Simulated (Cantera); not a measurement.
Feed: 1 mol Cu, 0.022 mol H2O, 0.54 mol CO, at 1650 °C and 24.0 Pa.

Equilibrium computed with Cantera from the NASA thermochemical tables; the gas is ideal and each condensed phase is pure. Candidate condensed phases: C, C6H6, C7H8, C8H18, Cu, CuO, Cu(OH)2, Cu2O, H2O; 113 gas species. Equilibrium is a limit: real reactors are often held back by kinetics, nucleation or transport.

### Question
What is the equilibrium state?

### Answer
x(Cu): 0.638
x(CO): 0.332
x(CO2): 0.0124
x(H2): 0.00951
x(H): 0.00593
x(H2O): 0.00152
x(Cu2): 0.000150
x(OH): 8.18e-5
x(O): 3.81e-5
gas amount: 1.567 mol
log10 activity of Cu(l) (absent): -1.13
log10 activity of C(graphite) (absent): -7.10
